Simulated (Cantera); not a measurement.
Al + HCl (aluminium and copper etching)

A closed system holds: 1 mol Al, a varied amount of HCl, equilibrated at 0.00110 bar.

Cantera equilibrium calculation (NASA polynomials, part measured and part estimated; ideal gas, pure solids and liquids). Candidate condensed phases: Al, AlCl3; 12 gas species. The tables' values for AlCl2 are old estimates. Kinetics and transport are ignored.

Stable condensed phases:

```
T in °C \ n(HCl) in mol
         1.1 2.7 4.4   6 7.7 9.3  11  13  14  16  18  19
   1100    A   A   A   A   A   A   A   A   A   A   A   A
   1025    A   A   A   A   A   A   A   A   A   A   A   A
    950    A   A   A   A   A   A   A   A   A   A   A   A
    875    A   A   A   A   A   A   A   A   A   A   A   A
    800    B   A   A   A   A   A   A   A   A   A   A   A
    725    B   A   A   A   A   A   A   A   A   A   A   A
    650    B   A   A   A   A   A   A   A   A   A   A   A
    575    B   B   A   A   A   A   A   A   A   A   A   A
    500    B   B   A   A   A   A   A   A   A   A   A   A
    425    B   B   A   A   A   A   A   A   A   A   A   A
    350    B   B   A   A   A   A   A   A   A   A   A   A
    275    B   B   A   A   A   A   A   A   A   A   A   A
    200    B   B   A   A   A   A   A   A   A   A   A   A
```

A: gas only; B: Al.
